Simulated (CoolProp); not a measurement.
Values from CoolProp's reference Helmholtz-energy equation of state, Kamei 1995.

Question: For R22, give the phase and the speed of sound (m/s), Joule-Thomson coefficient (K/MPa), conductivity (mW/(m K)) at -2.65 °C and 0.539 bar.

Answer: 
- -2.65 °C and 0.539 bar: gas; speed of sound 174, Joule-Thomson coefficient 29.3, conductivity 9.76

Thermal conductivity comes from a separate model (McLinden 2000), an estimate that may be off by 10 % or more.
